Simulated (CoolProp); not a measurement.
R125 at 270.95 K and 0.438 MPa is throttled through a valve to 0.178 MPa with no heat exchange. Each further row changes one setting.

The numbers come from the reference Helmholtz-energy equation of state, Lemmon 2005 in CoolProp.

```json
[
 {"case": "as stated", "temperature change (K)": "-5.4", "final density (kg/m³)": "10.1"},
 {"case": "outlet pressure 0.0534 MPa", "temperature change (K)": "-8.0", "final density (kg/m³)": "2.97"},
 {"case": "outlet pressure 0.231 MPa", "temperature change (K)": "-4.3", "final density (kg/m³)": "13.2"}
]
```
